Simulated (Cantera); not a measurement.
A jet of CH4 : O2 : N2 = 0.044 : 0.078 : 0.79 (molar parts) at 300 K and 16000 Pa hits a platinum plate 4.1 cm away at a mass flux of 0.069 kg/m²/s; the plate temperature is set and raised in steps from an oxygen-covered start.

Model: Deutschmann's 1995 Pt surface mechanism with GRI-Mech 3.0 gas chemistry, integrated in Cantera. Catalytic surfaces can have several steady states; this one follows from the mechanism file's or the stated starting coverage.

x: mole fraction at the wall; θ: surface coverage.

```csv
plate T (K),wall x CH4,wall x O2,wall x H2O,wall x OH,wall x CO,wall x CO2,θ free Pt,θ O*,θ OH*,θ CO*,θ C*
850,0.0341,0.0554,0.0265,<1e-8,9.60e-6,0.0173,0.152,0.846,0.00195,3.34e-5,…
900,0.0201,0.0257,0.0527,3.06e-8,9.05e-6,0.0346,0.262,0.735,0.00268,3.37e-5,…
950,0.00313,0.00159,0.0830,<1e-8,0.0229,0.0284,0.731,3.70e-5,3.31e-5,0.266,…
1000,0.00243,0.00130,0.0837,<1e-8,0.0248,0.0271,0.833,2.95e-5,2.61e-5,0.165,…
1050,0.00208,0.00116,0.0832,<1e-8,0.0249,0.0274,0.905,2.91e-5,2.28e-5,0.0928,…
```

**Question.** What belongs in the gaps?

**Answer.** 
- 850, θ C*: 8.52e-8
- 900, θ C*: 1.20e-7
- 950, θ C*: 0.00245
- 1000, θ C*: 0.00211
- 1050, θ C*: 0.00151
